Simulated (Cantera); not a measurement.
An isothermal plug-flow reactor at 775 K and 750 Torr (inlet), inlet velocity 4.4 m/s, active area per volume 150 1/m; feed 0.969 % H2, 13.1 % O2, 86.0 % N2, equivalence ratio 0.037.

Detailed kinetics in Cantera: Deutschmann's 1995 Pt surface mechanism with GRI-Mech 3.0 gas chemistry. Catalytic surfaces can have several steady states; this one follows from the mechanism file's or the stated starting coverage. Mass transfer to the wall is taken as infinitely fast.

Predict: x(H2) at z = 0.018 m; x(O2) at z = 0.018 m; x(H2O) at z = 0.018 m; θ(free Pt) at the exit; θ(O*) at the exit; θ(OH*) at the exit.


```json
{
  "x(H2) at z = 0.018 m": "0.00225",
  "x(O2) at z = 0.018 m": "0.127",
  "x(H2O) at z = 0.018 m": "0.00747",
  "θ(free Pt) at the exit": "0.0436",
  "θ(O*) at the exit": "0.954",
  "θ(OH*) at the exit": "0.00229"
}
```
